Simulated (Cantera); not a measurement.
# Thermodynamics of roasting and sulfation, feed FeS₂ + O₂

A closed system holds: 1 mol FeS₂, 3.1 mol O₂, held at 12.0 Torr.

These are equilibrium values from Cantera (NASA tables, ideal gas, pure condensed phases), not measurements of a reactor. Candidate condensed phases: Fe, FeO, FeS, FeSO₄, FeS₂, Fe₂O₃, Fe₂(SO₄)₃, Fe₃O₄, S; 12 gas species. Rates play no part.

From 875 °C to 1175 °C the condensed part is Fe₂O₃(s). From 1225 °C to 1325 °C the condensed part is Fe₃O₄(s).

| T (°C) | log p SO₂ | log p O₂ | log p SO₃ | log p O | log p SO | log p FeO | n Fe₂O₃(s) | n Fe₃O₄(s) |
|---|---|---|---|---|---|---|---|---|
| 875 | -1.87 | -2.64 | -3.59 | -9.42 | -10.23 | <-13 | 0.500 | 0 |
| 925 | -1.87 | -2.64 | -3.77 | -8.94 | -9.66 | <-13 | 0.500 | 0 |
| 975 | -1.87 | -2.63 | -3.94 | -8.49 | -9.13 | <-13 | 0.500 | 0 |
| 1025 | -1.87 | -2.63 | -4.09 | -8.08 | -8.64 | <-13 | 0.500 | 0 |
| 1075 | -1.87 | -2.63 | -4.23 | -7.70 | -8.19 | -12.96 | 0.500 | 0 |
| 1125 | -1.87 | -2.63 | -4.36 | -7.35 | -7.78 | -12.08 | 0.500 | 0 |
| 1175 | -1.87 | -2.63 | -4.49 | -7.02 | -7.39 | -11.26 | 0.500 | 0 |
| 1225 | -1.88 | -2.55 | -4.58 | -6.68 | -7.08 | -10.54 | 0 | 0.333 |
| 1275 | -1.88 | -2.55 | -4.69 | -6.39 | -6.74 | -9.88 | 0 | 0.333 |
| 1325 | -1.88 | -2.55 | -4.79 | -6.12 | -6.42 | -9.25 | 0 | 0.333 |
log p: log10 of the partial pressure in bar; n: condensed amount in mol.
